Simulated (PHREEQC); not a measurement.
PHREEQC input (ion-association model, wateq4f.dat):

```
SOLUTION_MASTER_SPECIES
  An  An-  0  An  62.0  # stands for a non-complexing anion
SOLUTION_SPECIES
  An- = An-
    -log_k 0
    -gamma 3.0 0
PHASES
  Fix_H+
    H+ = H+
    -log_k 0
SOLUTION 1
  temp 25
  units mmol/kgw
  pH 7 charge
  B 0.072
  Na 5
  An 5
END
SELECTED_OUTPUT 1
  -reset false
  -pH true
  -pe true
  -ionic_strength true
  -water true
  -totals B Na
  -molalities Hfo_wOH Hfo_wOH2+ Hfo_wO- Hfo_sOH Hfo_sOH2+ Hfo_sO- Hfo_wH2BO3
USER_PUNCH 1
  -headings sigma psi
  10 PUNCH EDL("sigma", "Hfo"), EDL("psi", "Hfo")
PRINT
  -reset false
USE solution 1
SURFACE 1
  Hfo_wOH 7.64045e-05 600 0.034
  Hfo_sOH 1.91011e-06
EQUILIBRIUM_PHASES 1
  Fix_H+ -4 HAn 10
    -force_equality true
  O2(g) -0.68 10
END
# ... the last block is repeated for the other 12 points of pH, with NaOH or the acid as the point needs
```

Selected output (columns that matter, 13 of 13 rows; pH added in front):

```
pH	mu	B	Na	m_Hfo_wOH	m_Hfo_wOH2+	m_Hfo_wO-	m_Hfo_sOH	m_Hfo_sOH2+	m_Hfo_sO-	m_Hfo_wH2BO3	sigma	psi
4	0.0051265	7.1989e-05	0.005	3.7151e-05	3.8419e-05	8.2301e-07	9.2892e-07	9.6061e-07	2.0578e-08	1.1164e-08	0.18228	0.19376
4.5	0.0050477	7.1986e-05	0.005	4.6009e-05	2.8692e-05	1.6901e-06	1.1504e-06	7.1743e-07	4.2261e-08	1.3825e-08	0.13091	0.17718
5	0.0050202	7.1984e-05	0.005	5.2024e-05	2.1478e-05	2.8869e-06	1.3009e-06	5.3705e-07	7.2186e-08	1.5631e-08	0.090135	0.1582
5.5	0.0050097	7.1983e-05	0.005	5.557e-05	1.6542e-05	4.2765e-06	1.3895e-06	4.1363e-07	1.0694e-07	1.6694e-08	0.059466	0.13702
6	0.005005	7.1983e-05	0.005	5.7375e-05	1.3374e-05	5.6388e-06	1.4347e-06	3.3442e-07	1.41e-07	1.7229e-08	0.037502	0.11373
6.5	0.0050027	7.1983e-05	0.005	5.8175e-05	1.1427e-05	6.785e-06	1.4547e-06	2.8574e-07	1.6966e-07	1.7446e-08	0.022506	0.088545
7	0.0050014	7.1983e-05	0.005	5.8491e-05	1.0247e-05	7.6488e-06	1.4626e-06	2.5623e-07	1.9126e-07	1.7466e-08	0.012597	0.061907
7.5	0.0050011	7.1983e-05	0.0050004	5.8604e-05	9.5061e-06	8.2767e-06	1.4654e-06	2.3771e-07	2.0697e-07	1.7269e-08	0.0059602	0.034306
8	0.0050052	7.1983e-05	0.0050051	5.8637e-05	8.9793e-06	8.772e-06	1.4662e-06	2.2453e-07	2.1935e-07	1.6585e-08	0.0010051	0.0062071
8.5	0.0050157	7.1985e-05	0.005016	5.8627e-05	8.5038e-06	9.2593e-06	1.4659e-06	2.1263e-07	2.3153e-07	1.4716e-08	-0.0036632	-0.021977
9	0.0050395	7.1989e-05	0.0050404	5.8561e-05	7.9463e-06	9.8866e-06	1.4642e-06	1.9869e-07	2.472e-07	1.084e-08	-0.0094068	-0.049843
9.5	0.0050838	7.1994e-05	0.0050857	5.8357e-05	7.1891e-06	1.0852e-05	1.459e-06	1.7974e-07	2.7132e-07	5.9014e-09	-0.017759	-0.076937
10	0.0051735	7.1998e-05	0.0051767	5.7802e-05	6.1458e-06	1.2454e-05	1.4451e-06	1.5365e-07	3.1136e-07	2.3996e-09	-0.030585	-0.10273
```

Species that the database lacks are ignored.
